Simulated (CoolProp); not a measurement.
Vapour-liquid equilibrium of methanol (1) + water (2) at 295.6 K; x and y are mole fractions of (1).

Model: multi-fluid Helmholtz-energy mixture model, de Reuck 1993 and Wagner 2002; pair parameters Bell 2016, in CoolProp.

**Question.** Give the bubble pressure and the first vapour's composition at x = 0.575, 0.8, 0.95. Is there an azeotrope?

**Answer.** x = 0.575: 0.01096 MPa, y = 0.866; x = 0.8: 0.01297 MPa, y = 0.935; x = 0.95: 0.01437 MPa, y = 0.983. No azeotrope shows between x = 0.05 and 0.95.

The pair parameters rest on a limited set of measurements; away from them the model extrapolates.
